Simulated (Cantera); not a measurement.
Source: NASA polynomial tables (part measured, part estimated), evaluated in Cantera. Values are per mole of reaction as written; species without (g) are pure solids or liquids, kept so even where they would boil at 1 bar.

**Question.** Between 1100 and 1500 K, where is each reaction favourable under standard conditions?
- 3 HCl(g) + B ⇌ 3 H(g) + BCl3(g)
- B + 3 Cl(g) ⇌ BCl3(g)

**Answer.** 
- 3 HCl(g) + B ⇌ 3 H(g) + BCl3(g): ΔG° is 436 kJ at 1100 K and 394 kJ at 1500 K; it stays positive (K < 1). ΔH° is 556 kJ and ΔS° 108 J/K at 1500 K.
- B + 3 Cl(g) ⇌ BCl3(g): ΔG° is -526 kJ at 1100 K and -433 kJ at 1500 K; it stays negative (K > 1). ΔH° is -782 kJ and ΔS° -233 J/K at 1500 K.
